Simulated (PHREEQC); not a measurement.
HCl is added in steps, without added water, to 1 kg of water holding 0.026 mol NiSO4 and 0.025 mol NaOH, at 25 °C. Oxygen alone is held at its pressure in air (log pO2 = -0.68). No CO2 enters from the air. The run lets Ni(OH)2, Ni4(OH)6SO4, Halite, Mirabilite, Morenosite precipitate or redissolve, and no other solid.

Base run: PHREEQC, ion-association model, wateq4f.dat. Each further column changes one thing. The table gives pH.

| HCl added (mol) | base | NaOH replaced by NaH2PO4 at the same molality | temperature from 25 to 30 °C | no solid may form |
|---|---|---|---|---|
| 0 | 6.64 | 4.44 | 6.82 | 9.76 |
| 0.00195 | 6.62 | 3.38 | 6.81 | 9.72 |
| 0.0039 | 6.61 | 3.07 | 6.79 | 9.69 |
| 0.00585 | 6.59 | 2.88 | 6.78 | 9.65 |
| 0.0078 | 6.58 | 2.74 | 6.77 | 9.61 |
| 0.00975 | 6.57 | 2.63 | 6.75 | 9.57 |
| 0.0117 | 6.56 | 2.54 | 6.74 | 9.52 |
| 0.0143 | 6.54 | 2.44 | 6.73 | 9.45 |
| 0.01625 | 6.53 | 2.37 | 6.72 | 9.39 |
| 0.0182 | 6.52 | 2.31 | 6.71 | 9.32 |
| 0.02015 | 6.51 | 2.25 | 6.70 | 9.22 |
| 0.0221 | 6.50 | 2.20 | 6.69 | 9.07 |
| 0.02405 | 6.49 | 2.16 | 6.68 | 8.72 |
| 0.026 | 3.30 | 2.11 | 3.32 | 3.30 |

The database's Ni(OH)2 is the aged solid; a fresh precipitate is more soluble. H3PO4, which wateq4f.dat lacks, is added to it with the constant of phreeqc.dat. The database has no phosphate complexes of Ni. In at least one series the solution becomes supersaturated in solids that the run did not let form, among them Ni(OH)2, Ni4(OH)6SO4. Solids allowed in the column 'NaOH replaced by NaH2PO4 at the same molality': Ni(OH)2, Ni3(PO4)2, Ni4(OH)6SO4, Halite, Mirabilite, Morenosite.
